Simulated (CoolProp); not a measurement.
Model: reference Helmholtz-energy equation of state, Thol 2014, in CoolProp.

**Question.** Give the vapour pressure (kPa), liquid density (kg/m³), liquid cp (kJ/(kg K)), vapour Z of saturated chloromethane (R40) at 72.95 °C.

**Answer.** 
```tsv
T (°C)	p (kPa)	liquid density (kg/m³)	liquid cp (kJ/(kg K))	vapour Z
72.95	1900	803	1.83	0.767
```
